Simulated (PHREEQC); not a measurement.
Make-up at 40 °C: 0.025 mol/kgw MgCl2, 0.0026 mol/kgw CO2 and 0.00026 mol/kgw NaCl. Closed to the air; pH follows from the charge balance.

The numbers come from PHREEQC with the ion-association model, wateq4f.dat.

Each row changes one thing in this solution. Precipitation was switched off in this run.

```tsv
case	pH	ionic strength (mol/kgw)	SI of Halite (NaCl)
as made	4.41	0.0753	-6.71
CO2 left out	6.38	0.0753	-6.71
NaCl from 0.00026 to 0.0026 mol/kgw	4.40	0.0776	-5.69
diluted 10-fold with water	4.95	0.00754	-8.58
MgCl2 left out	4.44	0.000297	-8.80
temperature from 40 to 15 °C	4.47	0.0753	-6.64
temperature from 40 to 35 °C	4.41	0.0753	-6.69
```

At this temperature some constants are extrapolated from 25 °C, and those without enthalpy data are left unchanged.
